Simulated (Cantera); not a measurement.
Input (Python, Cantera):

```python
import numpy as np
import cantera as ct

gas = ct.Solution("gri30.yaml")
gas.TPX = 1350, 100000, {'CH3OH': 1, 'O2': 1.07, 'N2': 8.25}
reactor = ct.IdealGasConstPressureReactor(gas, energy="on", clone=False)
net = ct.ReactorNet([reactor])
net.rtol, net.atol = 1e-08, 1e-16
show = ['CH3OH', 'O2', 'CH4', 'CO', 'O', 'C2H6', 'HCN']
times = np.geomspace(5e-06, 2, 16)

steps = ct.SolutionArray(gas, extra=["t"])
rows = []
print(f"{'t/s':>10s}{'T/K':>9s}{'P/Pa':>11s}" + "".join(f"{s:>11s}" for s in show))
for t in times:
    while net.time < t:
        t_next = net.step()
        steps.append(gas.state, t=t_next)
    rows.append([np.interp(t, steps.t, y) for y in (steps.T, steps.P, *steps(*show).X.T)])
    print(f"{t:10.3e}{rows[-1][0]:9.1f}{rows[-1][1]:11.4g}" + "".join(f"{x:11.3e}" for x in rows[-1][2:]))
rate = np.gradient(steps.T, steps.t)
print("integrator steps:", len(steps.t))
if steps.T.max() > steps.T[0] + 200:
    print(f"time of steepest temperature rise: {steps.t[rate.argmax()]:.4e} s")
gas.TPX = 1350, 100000, {'CH3OH': 1, 'O2': 1.07, 'N2': 8.25}
gas.equilibrate("HP")
print(f"equilibrium (HP): T = {gas.T:.1f} K  " + "  ".join(f"{s} {gas[s].X[0]:.3e}" for s in show))
```

Output:

```
       t/s      T/K       P/Pa      CH3OH         O2        CH4         CO          O       C2H6        HCN
 5.000e-06   1350.0      1e+05  9.690e-02  1.037e-01  3.935e-08  1.982e-07  1.660e-09  6.799e-12  9.179e-17
 1.182e-05   1350.0      1e+05  9.689e-02  1.037e-01  2.000e-07  4.730e-07  1.704e-09  7.260e-11  2.337e-16
 2.792e-05   1350.0      1e+05  9.688e-02  1.037e-01  9.059e-07  1.126e-06  1.782e-09  6.009e-10  5.880e-16
 6.598e-05   1350.0      1e+05  9.686e-02  1.037e-01  3.311e-06  2.694e-06  1.905e-09  3.139e-09  1.516e-15
 1.559e-04   1350.0      1e+05  9.679e-02  1.036e-01  9.120e-06  6.662e-06  2.258e-09  9.309e-09  4.301e-15
 3.684e-04   1350.2      1e+05  9.649e-02  1.035e-01  2.022e-05  2.049e-05  4.059e-09  1.855e-08  1.728e-14
 8.706e-04   1355.4      1e+05  9.258e-02  1.017e-01  3.783e-05  3.713e-04  3.173e-08  2.650e-08  1.913e-13
 2.057e-03   2279.4      1e+05  8.782e-16  1.163e-03  1.173e-14  4.788e-02  5.842e-04  7.487e-28  8.258e-11
 4.861e-03   2336.0      1e+05  8.891e-16  2.133e-04  4.172e-14  4.738e-02  1.024e-04  2.083e-27  6.897e-10
 1.149e-02   2339.4      1e+05  8.980e-16  1.688e-04  5.127e-14  4.738e-02  8.127e-05  2.516e-27  1.176e-09
 2.714e-02   2338.8      1e+05  9.030e-16  1.668e-04  5.185e-14  4.741e-02  8.045e-05  2.563e-27  1.717e-09
 6.414e-02   2337.8      1e+05  9.103e-16  1.643e-04  5.261e-14  4.746e-02  7.947e-05  2.630e-27  2.487e-09
 1.516e-01   2337.3      1e+05  9.146e-16  1.629e-04  5.306e-14  4.749e-02  7.891e-05  2.670e-27  2.930e-09
 3.582e-01   2337.2      1e+05  9.150e-16  1.628e-04  5.310e-14  4.749e-02  7.886e-05  2.674e-27  2.971e-09
 8.464e-01   2337.2      1e+05  9.150e-16  1.628e-04  5.310e-14  4.749e-02  7.886e-05  2.674e-27  2.971e-09
 2.000e+00   2337.2      1e+05  9.150e-16  1.628e-04  5.310e-14  4.749e-02  7.886e-05  2.674e-27  2.971e-09
integrator steps: 2066
time of steepest temperature rise: 1.2812e-03 s
equilibrium (HP): T = 2337.2 K  CH3OH 9.339e-16  O2 1.628e-04  CH4 6.130e-14  CO 4.749e-02  O 7.886e-05  C2H6 3.394e-27  HCN 2.971e-09
```

Model: GRI-Mech 3.0 (53 species, 325 reactions), integrated in Cantera. GRI-Mech 3.0 was tuned for natural gas; its chemistry of methanol as a main component is partial and can be far from experiment.
